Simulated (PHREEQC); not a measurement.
Dissolve 0.44 mmol/kgw H2SO4 and 0.042 mmol/kgw CuSO4 at 25 °C. Closed to the air; pH follows from the charge balance.

Model: ion-association model, phreeqc.dat, run in PHREEQC.

| Quantity | Result |
|---|---|
| pH | 3.09 |
| ionic strength | 0.00142 mol/kgw |
| specific conductance | 361 µS/cm |
| total alkalinity | -0.880 meq/kg |

| species | molality | activity | log γ |
|---|---|---|---|
| H+ | 0.000849 | 0.000816 | -0.017 |
| SO4-2 | 0.000448 | 0.000379 | -0.072 |
| Cu+2 | 3.94e-5 | 3.34e-5 | -0.071 |
| HSO4- | 3.14e-5 | 3.01e-5 | -0.018 |
| CuSO4 | 2.59e-6 | 2.59e-6 | 0.000 |

No solid was allowed to form.
